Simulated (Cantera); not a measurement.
# Premixed flame

A freely propagating, adiabatic, planar premixed flame of H2 : O2 : N2 = 1 : 0.333 : 1.33 (molar parts), unburnt at 550 K and 23000 Pa; multicomponent transport, grid criteria slope 0.08 and curve 0.16, no radiation.

Detailed kinetics in Cantera: the H2/O2 subset of GRI-Mech 3.0, which has no nitrogen chemistry. Burning velocities carry a grid error of a few per cent, more on coarse grids.

```tsv
z (mm)	T (K)	u (m/s)	x H2	x O2	x H2O2	x HO2	x O	x OH
-8.98	550	6.02	0.376	0.125	<1e-8	<1e-8	<1e-8	<1e-8
-5.99	550	6.02	0.376	0.125	<1e-8	<1e-8	<1e-8	<1e-8
-4.49	550	6.02	0.376	0.125	<1e-8	<1e-8	<1e-8	<1e-8
-2.99	550	6.02	0.376	0.125	<1e-8	3.44e-7	<1e-8	<1e-8
-1.50	560	6.12	0.374	0.125	1.22e-6	8.66e-5	8.02e-6	3.95e-5
-0.749	716	7.75	0.351	0.120	2.28e-6	5.38e-5	0.000223	0.000395
0	1124	11.8	0.217	0.0741	6.80e-7	1.98e-5	0.00536	0.00255
0.749	1402	14.5	0.110	0.0152	6.69e-7	3.89e-6	0.00750	0.00597
1.50	1512	15.5	0.103	0.00779	5.45e-7	1.81e-6	0.00674	0.00740
2.99	1634	16.6	0.109	0.00620	3.73e-7	1.27e-6	0.00612	0.00882
5.99	1772	17.9	0.115	0.00486	2.12e-7	8.89e-7	0.00509	0.00995
12.0	1916	19.1	0.122	0.00342	1.09e-7	5.85e-7	0.00375	0.0104
24.0	2052	20.2	0.127	0.00214	5.72e-8	3.71e-7	0.00241	0.00976
```
x: mole fraction of selected species; z is measured from the peak of heat release.

* **laminar burning velocity**: 602 cm/s
* **thermal thickness**: 2.99 mm
* **peak x(H2O2)**: 2.84e-6
* **peak x(HO2)**: 8.92e-5
* **peak x(O)**: 0.00789
* **peak x(OH)**: 0.0104
